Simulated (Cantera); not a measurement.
An isothermal, constant-pressure homogeneous reactor starts with H₂ : O₂ : N₂ : H₂O = 1.7 : 1 : 6.8 : 0.15 (molar parts), equivalence ratio 0.85, at 848 K and 0.130 bar.

Model: the H2/O2 subset of GRI-Mech 3.0, which has no nitrogen chemistry, integrated in Cantera. Radical loss at walls, strong at low pressure, is not modelled. Below about 950 K walls govern HO2 and H2O2 in real vessels. The temperature is held fixed by assumption; the heat of reaction is taken as removed at once.

x: mole fraction; the columns are a selection and need not sum to one.

| t (s) | x H₂ | x O₂ | x H | x HO₂ | x O |
|---|---|---|---|---|---|
| 0.000500 | 0.176 | 0.104 | 8.30e-12 | 1.10e-11 | <1e-12 |
| 0.00162 | 0.176 | 0.104 | 8.17e-11 | 1.25e-10 | 6.90e-12 |
| 0.00522 | 0.176 | 0.104 | [?] | 4.38e-8 | 2.30e-9 |
| 0.0169 | 0.0301 | 0.0321 | [?] | 1.13e-5 | 0.000151 |
| 0.0545 | 0.0104 | 0.0221 | [?] | 7.95e-6 | 6.57e-6 |
| 0.176 | 0.00868 | 0.0213 | [?] | 6.14e-6 | 6.81e-8 |
| 0.568 | 0.00864 | 0.0213 | [?] | 3.56e-6 | 1.42e-8 |
| 1.84 | 0.00840 | 0.0212 | [?] | 4.89e-6 | 3.68e-8 |
| 5.93 | 0.00695 | 0.0204 | [?] | 5.05e-6 | 4.88e-8 |
| 19.2 | 0.00371 | 0.0189 | [?] | 4.02e-6 | 3.94e-8 |
| 61.9 | 0.000553 | 0.0173 | [?] | 1.85e-6 | 1.45e-8 |
| 200 | 2.81e-5 | 0.0171 | 1.87e-10 | 2.28e-7 | 3.27e-10 |

Task: What belongs in the gaps?

Result: 
- 0.00522, x H: 2.71e-8
- 0.0169, x H: 0.00139
- 0.0545, x H: 2.55e-5
- 0.176, x H: 2.22e-7
- 0.568, x H: 4.63e-8
- 1.84, x H: 1.21e-7
- 5.93, x H: 1.46e-7
- 19.2, x H: 8.24e-8
- 61.9, x H: 1.34e-8
